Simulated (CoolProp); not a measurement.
The numbers come from the reference Helmholtz-energy equation of state, Thol 2017 in CoolProp.

Q: Give the vapour pressure (MPa), liquid cp (kJ/(kg K)), vapour Z of saturated octamethyltrisiloxane (MDM) at 43.55, 70.95, 98.45 °C.

A: 
| T (°C) | p (MPa) | liquid cp (kJ/(kg K)) | vapour Z |
|---|---|---|---|
| 43.55 | 0.00154 | 1.83 | 0.997 |
| 70.95 | 0.00611 | 1.89 | 0.991 |
| 98.45 | 0.0188 | 1.97 | 0.978 |
